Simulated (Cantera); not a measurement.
What does this Cantera script print?

```python
import numpy as np
import cantera as ct

gas = ct.Solution("gri30.yaml")
gas.TPX = 975, 500000, {'CH4': 1, 'O2': 1.54, 'N2': 5.78, 'CO2': 1.2}
reactor = ct.IdealGasReactor(gas, energy="on", clone=False)
net = ct.ReactorNet([reactor])
net.rtol, net.atol = 1e-08, 1e-16
show = ['CH4', 'O2', 'CO2', 'CH2', 'H2', 'C2H']
times = np.geomspace(3e-06, 0.6, 11)

steps = ct.SolutionArray(gas, extra=["t"])
rows = []
print(f"{'t/s':>10s}{'T/K':>9s}{'P/Pa':>11s}" + "".join(f"{s:>11s}" for s in show))
for t in times:
    while net.time < t:
        t_next = net.step()
        steps.append(gas.state, t=t_next)
    rows.append([np.interp(t, steps.t, y) for y in (steps.T, steps.P, *steps(*show).X.T)])
    print(f"{t:10.3e}{rows[-1][0]:9.1f}{rows[-1][1]:11.4g}" + "".join(f"{x:11.3e}" for x in rows[-1][2:]))
rate = np.gradient(steps.T, steps.t)
print("integrator steps:", len(steps.t))
if steps.T.max() > steps.T[0] + 200:
    print(f"time of steepest temperature rise: {steps.t[rate.argmax()]:.4e} s")
gas.TPX = 975, 500000, {'CH4': 1, 'O2': 1.54, 'N2': 5.78, 'CO2': 1.2}
gas.equilibrate("UV")
print(f"equilibrium (UV): T = {gas.T:.1f} K  " + "  ".join(f"{s} {gas[s].X[0]:.3e}" for s in show))
```

It prints:

```
       t/s      T/K       P/Pa        CH4         O2        CO2        CH2         H2        C2H
 3.000e-06    975.0      5e+05  1.050e-01  1.618e-01  1.261e-01  8.362e-24  2.098e-15  1.138e-48
 1.017e-05    975.0      5e+05  1.050e-01  1.618e-01  1.261e-01  9.910e-23  1.351e-14  1.012e-45
 3.446e-05    975.0      5e+05  1.050e-01  1.618e-01  1.261e-01  1.158e-21  1.184e-13  6.777e-43
 1.168e-04    975.0      5e+05  1.050e-01  1.618e-01  1.261e-01  1.374e-20  1.282e-12  5.241e-40
 3.959e-04    975.0      5e+05  1.050e-01  1.618e-01  1.261e-01  1.771e-19  1.659e-11  6.787e-37
 1.342e-03    975.0      5e+05  1.050e-01  1.618e-01  1.261e-01  2.853e-18  2.806e-10  1.492e-33
 4.547e-03    975.0      5e+05  1.050e-01  1.618e-01  1.261e-01  5.881e-17  6.660e-09  6.659e-30
 1.541e-02    975.0      5e+05  1.050e-01  1.618e-01  1.261e-01  2.390e-16  9.282e-08  3.910e-27
 5.223e-02    975.1  5.001e+05  1.050e-01  1.617e-01  1.261e-01  4.539e-16  6.628e-07  2.833e-25
 1.770e-01    976.3  5.007e+05  1.049e-01  1.616e-01  1.261e-01  3.297e-15  9.501e-06  1.309e-22
 6.000e-01   2583.8  1.394e+06  7.993e-13  7.179e-04  1.400e-01  1.442e-13  1.608e-02  5.583e-18
integrator steps: 2918
time of steepest temperature rise: 3.5044e-01 s
equilibrium (UV): T = 2583.8 K  CH4 9.152e-13  O2 7.179e-04  CO2 1.400e-01  CH2 1.557e-13  H2 1.608e-02  C2H 5.957e-18
```

Cantera simulation using GRI-Mech 3.0 (53 species, 325 reactions); the numbers are that mechanism's predictions, not measurements. Below about 1000 K GRI-Mech 3.0 lacks low-temperature oxidation paths.
